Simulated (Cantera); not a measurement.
An isothermal, constant-pressure homogeneous reactor starts with CH4 : H2 : N2 = 0.0029 : 1 : 0.013 (molar parts), at 1925 K and 0.133 bar. Integrator tolerance rtol = 1e-08.

Computed with Cantera and GRI-Mech 3.0 (53 species, 325 reactions). GRI-Mech 3.0 stops at C3 and has no aromatics, soot or wall deposition, so with more carbon than oxygen in the feed, carbon stays in small species such as C2H2 where larger ones or solid carbon would form.

**Question.** What does this change do: temperature 1925 to 2950 K?

**Answer.** 
| quantity | before | after |
|---|---|---|
| x(CH4) at 2.00 s | 0.000175 (gas-phase equilibrium 7.35e-5) | 4.76e-7 (gas-phase equilibrium 4.66e-7) |
| x(H2) at 2.00 s | 0.983 (gas-phase equilibrium 0.983) | 0.681 (gas-phase equilibrium 0.681) |
| x(CH3) at 2.00 s | 9.24e-6 (gas-phase equilibrium 3.89e-6) | 3.43e-6 (gas-phase equilibrium 3.36e-6) |
| x(CH2) at 2.00 s | 3.03e-8 (gas-phase equilibrium 1.28e-8) | 2.80e-6 (gas-phase equilibrium 2.75e-6) |
| x(C2H4) at 2.00 s | 1.80e-6 (gas-phase equilibrium 7.36e-7) | 5.68e-9 (gas-phase equilibrium 5.28e-9) |
| x(C2H) at 2.00 s | 5.06e-8 (gas-phase equilibrium 2.07e-8) | 2.39e-5 (gas-phase equilibrium 2.23e-5) |
| x(C2H2) at 2.00 s | 0.00133 (gas-phase equilibrium 0.000542) | 0.000332 (gas-phase equilibrium 0.000309) |
